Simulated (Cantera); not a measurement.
An adiabatic, constant-volume homogeneous reactor starts with 32.7 % H2, 13.6 % O2, 51.4 % N2, 2.26 % H2O, at 1823 K and 1.00 bar.

Detailed kinetics in Cantera: GRI-Mech 3.0 (53 species, 325 reactions). Above 3000 K some thermodynamic fits are extrapolated.

Predict: time of steepest temperature rise; temperature at 4.00 s; equilibrium temperature; x(H2) at 4.00 s; x(O2) at 4.00 s; x(H2O) at 4.00 s; x(N2O) at 4.00 s; x(OH) at 4.00 s; x(HO2) at 4.00 s.

time of steepest temperature rise: 5.54 µs
temperature at 4.00 s: 3035 K
equilibrium temperature: 3035 K
x(H2) at 4.00 s: 0.0962 (gas-phase equilibrium 0.0962)
x(O2) at 4.00 s: 0.0104 (gas-phase equilibrium 0.0104)
x(H2O) at 4.00 s: 0.241 (gas-phase equilibrium 0.241)
x(N2O) at 4.00 s: 5.48e-7 (gas-phase equilibrium 5.48e-7)
x(OH) at 4.00 s: 0.0377 (gas-phase equilibrium 0.0377)
x(HO2) at 4.00 s: 8.20e-6 (gas-phase equilibrium 8.20e-6)
